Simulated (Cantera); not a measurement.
Charge: 1 mol SiC, 0.013 mol N₂O, 370 mol N₂, equilibrated at 1 atm.

Cantera equilibrium calculation (NASA polynomials, part measured and part estimated; ideal gas, pure solids and liquids). Candidate condensed phases: C, Si, SiC, SiO₂, Si₂N₂O, Si₃N₄; 34 gas species. Mutual solubility and eutectic melting of coexisting phases are not modelled. Equilibrium is a limit: real reactors are often held back by kinetics, nucleation or transport. All values below are at 1102 °C.

Base state: N₂ 1.000 (mole fractions); condensed: C(graphite) + Si₂N₂O(s) + Si₃N₄(s).

What changes in the equilibrium state with this change: N₂O from 0.013 to 0.97 mol?


| species | before | after |
|---|---|---|
| N₂ | 1.000 | 0.999 |
| CO | 8.11e-6 | 0.00127 |
| C(graphite), mol | 0.997 | 0.530 |
| Si₂N₂O(s), mol | 0.0100 | 0.500 |
| Si₃N₄(s), mol | 0.327 | 0 |
